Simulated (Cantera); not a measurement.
An isothermal, constant-pressure homogeneous reactor starts with 50.1 % CH₄, 49.6 % H₂O, 0.281 % N₂, at 1823 K and 100.0 Torr.

Model: GRI-Mech 3.0 (53 species, 325 reactions), integrated in Cantera.

Problem. Predict: x(CH₄) at 2.00 s; x(H₂O) at 2.00 s; x(HCO) at 2.00 s.

Solution. 
| Item | Result |
|---|---|
| x(CH₄) at 2.00 s | 0.00370 (gas-phase equilibrium 0.000125) |
| x(H₂O) at 2.00 s | 0.0371 (gas-phase equilibrium 2.64e-6) |
| x(HCO) at 2.00 s | 1.71e-8 (gas-phase equilibrium 1.90e-8) |
